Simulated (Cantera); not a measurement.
An adiabatic, constant-pressure homogeneous reactor starts with H2 : O2 : N2 = 1 : 1.09 : 4.09 (molar parts), at 1275 K and 8.40 bar.

Computed with Cantera and GRI-Mech 3.0 (53 species, 325 reactions). The hydrogen kinetics of GRI-Mech 3.0 are dated; newer H2 mechanisms differ, most at raised pressure.

One state of this run: T (K) = 2362; x H2 = 0.000563; x O2 = 0.0967; x N2O = 1.75e-6; x NO = 0.0108; x NO2 = 2.20e-5; x H2O = 0.172; x O = 0.000761. x: mole fraction; the columns are a selection and need not sum to one.

Which value of t (s) does it belong to?
A) 0.00811
B) 5.00e-6
C) 2.19e-5
D) 0.0356

D, 0.0356
